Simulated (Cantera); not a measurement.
# Adiabatic ignition

An adiabatic, constant-volume homogeneous reactor starts with 8.72 % CH4, 8.30 % O2, 83.0 % N2, at 1500 K and 5.00 bar.

Model: GRI-Mech 3.0 (53 species, 325 reactions), integrated in Cantera.

| t (s) | T (K) | P (bar) | x CH4 | x O2 | x C2H4 | x HCO | x NO | x HCN |
|---|---|---|---|---|---|---|---|---|
| 1.00e-5 | 1500 | 5.00 | 0.0872 | 0.0830 | 8.86e-10 | 3.10e-12 | <1e-12 | <1e-12 |
| 3.88e-5 | 1500 | 5.00 | 0.0871 | 0.0830 | 1.04e-7 | 1.13e-10 | <1e-12 | <1e-12 |
| 0.000151 | 1501 | 5.00 | 0.0869 | 0.0828 | 6.14e-6 | 3.15e-9 | <1e-12 | <1e-12 |
| 0.000585 | 1513 | 5.05 | 0.0842 | 0.0813 | 0.000166 | 5.09e-8 | 5.13e-12 | <1e-12 |
| 0.00227 | 2247 | 8.16 | 0.000300 | 1.29e-7 | 9.86e-7 | 1.07e-7 | 6.13e-5 | 7.85e-5 |
| 0.00881 | 2245 | 8.17 | 8.74e-10 | 1.23e-7 | <1e-12 | 9.90e-8 | 5.01e-5 | 2.91e-6 |
| 0.0342 | 2246 | 8.17 | 6.84e-10 | 1.24e-7 | <1e-12 | 9.92e-8 | 1.51e-5 | 7.37e-7 |
| 0.133 | 2246 | 8.17 | 6.76e-10 | 1.24e-7 | <1e-12 | 9.92e-8 | 1.06e-5 | 5.06e-7 |
| 0.515 | 2246 | 8.17 | 6.76e-10 | 1.24e-7 | <1e-12 | 9.92e-8 | 1.06e-5 | 5.05e-7 |
| 2.00 | 2246 | 8.17 | 6.76e-10 | 1.24e-7 | <1e-12 | 9.92e-8 | 1.06e-5 | 5.05e-7 |
x: mole fraction; the columns are a selection and need not sum to one.

```yaml
time_of_steepest_temperature_rise: 1.17 ms
temperature at 2.00 s: 2246 K
equilibrium_temperature: 2246 K
x(CH4) at 2.00 s: 6.76e-10 (gas-phase equilibrium 7.65e-10)
x(O2) at 2.00 s: 1.24e-7 (gas-phase equilibrium 1.24e-7)
x(C2H4) at 2.00 s: <1e-12 (gas-phase equilibrium <1e-12)
```
